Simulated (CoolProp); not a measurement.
Cyclopentane at several states: Z from the reference equation and from simpler models built on Tc = 238.6 °C, pc = 45.83 bar, ω = 0.202; each cubic takes its own stable root.

Model: reference Helmholtz-energy equation of state, Gedanitz 2015, in CoolProp.

```
T (°C)  p (bar)   phase  reference
------  -------  ------  ---------
11.05     0.109     gas     0.9945
23.95      0.15     gas     0.9934
185.45     91.7  liquid     0.2943
-9.85     0.904  liquid   0.003742
```

### Question
How far does each simpler model (van der Waals, Redlich-Kwong, Soave-Redlich-Kwong, Peng-Robinson) lie from the reference over these 4 states: mean and median of the absolute difference, and the worst?

### Answer
- van der Waals: mean 6484.3 %, median 22.7 %, worst +25891.4 % at -9.85 °C and 0.904 bar
- Redlich-Kwong: mean 4.0 %, median 3.2 %, worst +9.4 % at 185.45 °C and 91.7 bar
- Soave-Redlich-Kwong: mean 3.0 %, median 2.4 %, worst +7.1 % at 185.45 °C and 91.7 bar
- Peng-Robinson: mean 3.0 %, median 2.5 %, worst -7.1 % at -9.85 °C and 0.904 bar

At some of these states van der Waals gives the other phase, because its saturation line lies elsewhere.
